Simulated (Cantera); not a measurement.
What does this Cantera script print?

```python
import numpy as np
import cantera as ct

gas = ct.Solution("h2o2.yaml")
gas.TPX = 1325, 41000, {'H2': 1, 'O2': 0.633, 'N2': 6.96}
reactor = ct.IdealGasConstPressureReactor(gas, energy="on", clone=False)
net = ct.ReactorNet([reactor])
net.rtol, net.atol = 1e-08, 1e-16
show = ['H2', 'O2', 'H2O', 'O', 'OH']
times = np.geomspace(2e-06, 1, 16)

steps = ct.SolutionArray(gas, extra=["t"])
rows = []
print(f"{'t/s':>10s}{'T/K':>9s}{'P/Pa':>11s}" + "".join(f"{s:>11s}" for s in show))
for t in times:
    while net.time < t:
        t_next = net.step()
        steps.append(gas.state, t=t_next)
    rows.append([np.interp(t, steps.t, y) for y in (steps.T, steps.P, *steps(*show).X.T)])
    print(f"{t:10.3e}{rows[-1][0]:9.1f}{rows[-1][1]:11.4g}" + "".join(f"{x:11.3e}" for x in rows[-1][2:]))
rate = np.gradient(steps.T, steps.t)
print("integrator steps:", len(steps.t))
if steps.T.max() > steps.T[0] + 200:
    print(f"time of steepest temperature rise: {steps.t[rate.argmax()]:.4e} s")
gas.TPX = 1325, 41000, {'H2': 1, 'O2': 0.633, 'N2': 6.96}
gas.equilibrate("HP")
print(f"equilibrium (HP): T = {gas.T:.1f} K  " + "  ".join(f"{s} {gas[s].X[0]:.3e}" for s in show))
```

It prints:

```
       t/s      T/K       P/Pa         H2         O2        H2O          O         OH
 2.000e-06   1325.0    4.1e+04  1.164e-01  7.366e-02  2.214e-10  2.806e-10  2.263e-10
 4.797e-06   1325.0    4.1e+04  1.164e-01  7.366e-02  2.222e-09  1.262e-09  9.108e-10
 1.151e-05   1325.0    4.1e+04  1.164e-01  7.366e-02  2.241e-08  6.028e-09  4.097e-09
 2.759e-05   1325.0    4.1e+04  1.164e-01  7.366e-02  3.681e-07  5.905e-08  3.944e-08
 6.618e-05   1325.0    4.1e+04  1.163e-01  7.363e-02  4.993e-05  6.974e-06  4.664e-06
 1.587e-04   1456.2    4.1e+04  1.780e-02  2.842e-02  7.355e-02  1.271e-02  5.276e-03
 3.807e-04   1712.2    4.1e+04  1.572e-02  2.342e-02  8.775e-02  9.299e-03  7.389e-03
 9.132e-04   1901.0    4.1e+04  1.180e-02  2.014e-02  1.001e-01  5.418e-03  7.702e-03
 2.190e-03   2030.3    4.1e+04  6.831e-03  1.777e-02  1.105e-01  2.541e-03  6.385e-03
 5.253e-03   2101.9    4.1e+04  2.959e-03  1.651e-02  1.175e-01  9.694e-04  4.364e-03
 1.260e-02   2128.6    4.1e+04  1.317e-03  1.618e-02  1.204e-01  4.154e-04  2.967e-03
 3.022e-02   2132.1    4.1e+04  1.102e-03  1.615e-02  1.208e-01  3.467e-04  2.724e-03
 7.248e-02   2132.1    4.1e+04  1.100e-03  1.615e-02  1.208e-01  3.461e-04  2.722e-03
 1.738e-01   2132.1    4.1e+04  1.100e-03  1.615e-02  1.208e-01  3.461e-04  2.722e-03
 4.169e-01   2132.1    4.1e+04  1.100e-03  1.615e-02  1.208e-01  3.461e-04  2.722e-03
 1.000e+00   2132.1    4.1e+04  1.100e-03  1.615e-02  1.208e-01  3.461e-04  2.722e-03
integrator steps: 1323
time of steepest temperature rise: 1.3197e-04 s
equilibrium (HP): T = 2132.1 K  H2 1.100e-03  O2 1.615e-02  H2O 1.208e-01  O 3.461e-04  OH 2.722e-03
```

Computed with Cantera and the H2/O2 subset of GRI-Mech 3.0, which has no nitrogen chemistry.
